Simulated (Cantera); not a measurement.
Input: 1 mol SiCl4, 0.33 mol H2O, 190 mol N2, held at 698 K and 1.33 mbar.

These are equilibrium values from Cantera (NASA tables, ideal gas, pure condensed phases), not measurements of a reactor. Candidate condensed phases: H2O, NH4Cl, Si, SiO2, Si2N2O, Si3N4; 47 gas species. The numbers say what is thermodynamically allowed, not how fast it happens.

Base state: N2 0.992, SiCl4 0.00436, HCl 0.00345 (mole fractions); condensed: SiO2(α-quartz).

Question: What changes in the equilibrium state with this change: H2O from 0.33 to 1.3 mol?

Answer: 
| species | before | after |
|---|---|---|
| N2 | 0.992 | 0.985 |
| HCl | 0.00345 | 0.0135 |
| SiCl4 | 0.00436 | 0.00181 |
| SiO2(α-quartz), mol | 0.165 | 0.650 |

Question: What changes in the equilibrium state with this change: SiCl4 replaced by HMDSO?

Answer: 
```json
[
 {"species": "N2", "before": "0.992", "after": "0.953"},
 {"species": "H2", "before": "<1e-9", "after": "0.0470"},
 {"species": "CH4", "before": "0", "after": "2.61e-5"},
 {"species": "SiCl4", "before": "0.00436", "after": "0"},
 {"species": "HCl", "before": "0.00345", "after": "0"},
 {"species": "SiO2(α-quartz), mol", "before": "0.165", "after": "0.220"},
 {"species": "C(graphite), mol", "before": "0", "after": "5.99"},
 {"species": "Si2N2O(s), mol", "before": "0", "after": "0.890"}
]
```
The feed counts by its element totals alone. N2 is the only nitrogen source here; it is nearly inert below about 1500 K, so the nitride shown seldom forms there in practice. Further candidate phases: C, C6H6, C7H8, C8H18, SiC.
